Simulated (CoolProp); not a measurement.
Vapour-liquid equilibrium of n-hexane (1) + ethylbenzene (2) at 0.13 MPa; x and y are mole fractions of (1).

Model: multi-fluid Helmholtz-energy mixture model, Thol 2019 and Zhou 2012; pair parameters Bell 2016, in CoolProp.

```json
[
 {"x": "0.05", "bubble temperature (K)": "409.0", "y at the bubble point": "0.254", "dew temperature at overall composition x (K)": "417.1", "liquid density (mol/L)": "7.127"},
 {"x": "0.2", "bubble temperature (K)": "388.7", "y at the bubble point": "0.635", "dew temperature at overall composition x (K)": "411.3", "liquid density (mol/L)": "___"},
 {"x": "0.35", "bubble temperature (K)": "376.3", "y at the bubble point": "0.790", "dew temperature at overall composition x (K)": "404.8", "liquid density (mol/L)": "7.223"},
 {"x": "0.5", "bubble temperature (K)": "___", "y at the bubble point": "0.872", "dew temperature at overall composition x (K)": "397.1", "liquid density (mol/L)": "___"},
 {"x": "0.65", "bubble temperature (K)": "361.5", "y at the bubble point": "0.923", "dew temperature at overall composition x (K)": "387.7", "liquid density (mol/L)": "___"},
 {"x": "0.8", "bubble temperature (K)": "356.2", "y at the bubble point": "0.960", "dew temperature at overall composition x (K)": "375.4", "liquid density (mol/L)": "7.104"},
 {"x": "0.95", "bubble temperature (K)": "351.5", "y at the bubble point": "0.991", "dew temperature at overall composition x (K)": "___", "liquid density (mol/L)": "___"}
]
```

**Question.** What belongs in the gaps?

**Answer.** 
- 0.2, liquid density (mol/L): 7.211
- 0.5, bubble temperature (K): 367.9
- 0.5, liquid density (mol/L): 7.200
- 0.65, liquid density (mol/L): 7.158
- 0.95, dew temperature at overall composition x (K): 357.7
- 0.95, liquid density (mol/L): 7.044

No azeotrope shows between x = 0.05 and 0.95.

The pair parameters rest on a limited set of measurements; away from them the model extrapolates.
